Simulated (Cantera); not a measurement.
# Hydrocarbon pyrolysis for carbon deposition

An isothermal, constant-pressure homogeneous reactor starts with CH4 : N2 = 1 : 2.5 (molar parts), at 1725 K and 101000 Pa.

Computed with Cantera and GRI-Mech 3.0 (53 species, 325 reactions). GRI-Mech 3.0 stops at C3 and has no aromatics, soot or wall deposition, so with more carbon than oxygen in the feed, carbon stays in small species such as C2H2 where larger ones or solid carbon would form.

```csv
t (s),x CH4,x HCN,x C2H6,x CH3,x C2H2,x C2H,x CH2
1.00e-5,0.286,<1e-12,3.23e-7,0.000111,1.23e-10,<1e-12,2.38e-9
2.39e-5,0.285,<1e-12,4.09e-6,0.000260,5.05e-9,<1e-12,1.24e-8
5.72e-5,0.285,2.31e-12,4.23e-5,0.000555,1.93e-7,1.29e-12,5.44e-8
0.000137,0.283,1.71e-11,0.000264,0.000974,5.96e-6,4.45e-11,1.61e-7
0.000327,0.278,1.47e-10,0.000871,0.00149,0.000136,6.67e-10,3.64e-7
0.000782,0.258,1.51e-9,0.00143,0.00181,0.00227,7.62e-9,5.63e-7
0.00187,0.217,8.74e-9,0.000857,0.00143,0.0163,3.81e-8,4.27e-7
0.00447,0.163,2.67e-8,0.000376,0.000979,0.0424,8.27e-8,2.74e-7
0.0107,0.107,6.34e-8,0.000145,0.000628,0.0671,1.24e-7,1.76e-7
0.0256,0.0590,1.27e-7,4.34e-5,0.000354,0.0868,1.63e-7,1.05e-7
0.0612,0.0277,2.18e-7,1.02e-5,0.000173,0.0991,1.93e-7,5.50e-8
0.146,0.0125,3.28e-7,2.43e-6,8.12e-5,0.105,2.11e-7,2.71e-8
0.350,0.00721,4.69e-7,1.06e-6,4.74e-5,0.107,2.18e-7,1.62e-8
0.836,0.00636,7.26e-7,9.09e-7,4.20e-5,0.107,2.20e-7,1.44e-8
2.00,0.00635,1.33e-6,9.07e-7,4.19e-5,0.107,2.20e-7,1.44e-8
```
x: mole fraction; the columns are a selection and need not sum to one.

Equilibrium at this temperature and pressure: CH4 0.00472, HCN 0.101, C2H6 4.98e-7, CH3 3.10e-5, C2H2 0.0581, C2H 1.18e-7, CH2 1.06e-8 (gas phase only).
